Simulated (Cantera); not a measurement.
**Silicon oxide and oxynitride deposition: SiCl4 + O3**

A closed system holds: 1 mol SiCl4, 1 mol O3, held at 0.280 bar.

Equilibrium computed with Cantera from the NASA thermochemical tables; the gas is ideal and each condensed phase is pure. Candidate condensed phases: Si, SiO2; 15 gas species. The tables hold silica as quartz up to 1696 K and as liquid above; real silica turns to tridymite and cristobalite and melts near 1996 K. Rates play no part.

```json
[
 {"T (K)": "500", "x Cl2": "0.800", "x O2": "0.200", "x Cl": "2.44e-10", "x ClO": "4.83e-11", "n SiO2(α-quartz)": "1.00", "n SiO2(β-quartz)": "0"},
 {"T (K)": "600", "x Cl2": "0.800", "x O2": "0.200", "x Cl": "3.31e-8", "x ClO": "2.81e-9", "n SiO2(α-quartz)": "1.00", "n SiO2(β-quartz)": "0"},
 {"T (K)": "700", "x Cl2": "0.800", "x O2": "0.200", "x Cl": "1.12e-6", "x ClO": "5.13e-8", "n SiO2(α-quartz)": "1.00", "n SiO2(β-quartz)": "0"},
 {"T (K)": "800", "x Cl2": "0.800", "x O2": "0.200", "x Cl": "1.58e-5", "x ClO": "4.55e-7", "n SiO2(α-quartz)": "1.00", "n SiO2(β-quartz)": "0"},
 {"T (K)": "900", "x Cl2": "0.800", "x O2": "0.200", "x Cl": "0.000125", "x ClO": "2.48e-6", "n SiO2(α-quartz)": "0", "n SiO2(β-quartz)": "1.00"},
 {"T (K)": "1000", "x Cl2": "0.799", "x O2": "0.200", "x Cl": "0.000656", "x ClO": "9.66e-6", "n SiO2(α-quartz)": "0", "n SiO2(β-quartz)": "1.00"},
 {"T (K)": "1100", "x Cl2": "0.798", "x O2": "0.200", "x Cl": "0.00256", "x ClO": "2.93e-5", "n SiO2(α-quartz)": "0", "n SiO2(β-quartz)": "1.00"},
 {"T (K)": "1200", "x Cl2": "0.793", "x O2": "0.199", "x Cl": "0.00795", "x ClO": "7.39e-5", "n SiO2(α-quartz)": "0", "n SiO2(β-quartz)": "1.00"},
 {"T (K)": "1300", "x Cl2": "0.781", "x O2": "0.198", "x Cl": "0.0207", "x ClO": "0.000160", "n SiO2(α-quartz)": "0", "n SiO2(β-quartz)": "1.00"}
]
```
x: gas mole fraction; n: condensed amount in mol.

From 500 K to 800 K the condensed part is SiO2(α-quartz). From 900 K to 1300 K the condensed part is SiO2(β-quartz).
